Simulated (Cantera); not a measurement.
Input: 1 mol PbS, 0.48 mol H2, 87 mol N2, at 1.30 bar.

Cantera equilibrium calculation (NASA polynomials, part measured and part estimated; ideal gas, pure solids and liquids). Candidate condensed phases: Pb, PbS, S; 18 gas species. Equilibrium is a limit: real reactors are often held back by kinetics, nucleation or transport.

x: gas mole fraction; nothing condenses.

```json
[
 {"T (K)": "1425", "x N2": "0.983", "x PbS": "0.0101", "x Pb": "0.00120", "x H2": "0.00488", "x S2": "0.000324"},
 {"T (K)": "1500", "x N2": "0.983", "x PbS": "0.00974", "x Pb": "0.00156", "x H2": "0.00494", "x S2": "0.000530"},
 {"T (K)": "1575", "x N2": "0.982", "x PbS": "0.00928", "x Pb": "0.00201", "x H2": "0.00499", "x S2": "0.000780"},
 {"T (K)": "1650", "x N2": "0.982", "x PbS": "0.00874", "x Pb": "0.00255", "x H2": "0.00503", "x S2": "0.00106"},
 {"T (K)": "1725", "x N2": "0.982", "x PbS": "0.00813", "x Pb": "0.00316", "x H2": "0.00506", "x S2": "0.00138"},
 {"T (K)": "1800", "x N2": "0.981", "x PbS": "0.00746", "x Pb": "0.00382", "x H2": "0.00508", "x S2": "0.00170"},
 {"T (K)": "1875", "x N2": "0.981", "x PbS": "?", "x Pb": "?", "x H2": "0.00509", "x S2": "?"},
 {"T (K)": "1950", "x N2": "0.981", "x PbS": "0.00607", "x Pb": "0.00520", "x H2": "0.00507", "x S2": "0.00235"},
 {"T (K)": "2025", "x N2": "0.980", "x PbS": "?", "x Pb": "?", "x H2": "0.00505", "x S2": "?"},
 {"T (K)": "2100", "x N2": "0.980", "x PbS": "0.00472", "x Pb": "0.00654", "x H2": "0.00500", "x S2": "0.00289"}
]
```

What belongs in the gaps?


- 2025, x PbS: 0.00538
- 2025, x Pb: 0.00589
- 2025, x S2: 0.00264
- 1875, x PbS: 0.00677
- 1875, x Pb: 0.00451
- 1875, x S2: 0.00203
